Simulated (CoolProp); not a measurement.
A simple Rankine cycle with isobutane: condensing at 326.15 K, boiler at 2.34 MPa, turbine inlet 422.1 K, turbine efficiency 0.75, pump efficiency 0.6, no recuperator. Each further row changes one setting.

Model: reference Helmholtz-energy equation of state, Bücker 2006, in CoolProp.

```
case                             thermal efficiency (%)  net work (kJ/kg)  heat in (kJ/kg)  turbine exit temperature (K)  volume ratio over the turbine
-------------------------------  ----------------------  ----------------  ---------------  ----------------------------  -----------------------------
as stated                                           8.0        (withheld)              461                         387.7                           3.46
turbine inlet 442.1 K                        (withheld)              40.6              513                         409.6                           3.37
condensing temperature 318.15 K                     9.1              44.0              481                         382.9                           4.23
boiler pressure 1.64 MPa                     (withheld)        (withheld)              480                         400.4                           2.30
turbine efficiency 0.65                             6.8              31.3              461                         390.3                           3.49
```

Fill in the missing entries.


- as stated, net work (kJ/kg): 36.9
- turbine inlet 442.1 K, thermal efficiency (%): 7.9
- boiler pressure 1.64 MPa, thermal efficiency (%): 5.9
- boiler pressure 1.64 MPa, net work (kJ/kg): 28.2
